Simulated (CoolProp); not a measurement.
Vapour-liquid equilibrium of n-hexane (1) + hexamethyldisiloxane (MM) (2) at 179.55 °C; x and y are mole fractions of (1).

The numbers come from the multi-fluid Helmholtz-energy mixture model, Thol 2019 and Thol 2016; pair parameters Bell 2016 in CoolProp.

```
x     bubble pressure (kPa)  y at the bubble point  dew pressure at overall composition x (kPa)  liquid density (mol/L)
----  ---------------------  ---------------------  -------------------------------------------  ----------------------
0.05                  661.4                  0.075                                        652.9                   3.536
0.15                  710.9                  0.214                                        687.4                   3.686
0.25                  761.8                    ___                                          ___                   3.849
0.35                  815.3                  0.455                                          ___                   4.024
0.45                    ___                  0.562                                        812.9                   4.212
0.55                    ___                  0.661                                        865.9                   4.414
0.65                   1004                  0.752                                        927.5                   4.632
0.75                   1078                  0.835                                         1001                   4.864
0.85                    ___                  0.908                                         1094                   5.113
0.95                    ___                  0.972                                         1214                   5.378
```

Some entries are withheld; supply them.


- 0.25, y at the bubble point: 0.339
- 0.25, dew pressure at overall composition x (kPa): 725.0
- 0.35, dew pressure at overall composition x (kPa): 766.5
- 0.45, bubble pressure (kPa): 872.8
- 0.55, bubble pressure (kPa): 935.2
- 0.85, bubble pressure (kPa): 1159
- 0.95, bubble pressure (kPa): 1246

No azeotrope shows between x = 0.05 and 0.95.

Pair parameters are fitted to limited data, so mixtures are less certain than the pure fluids.
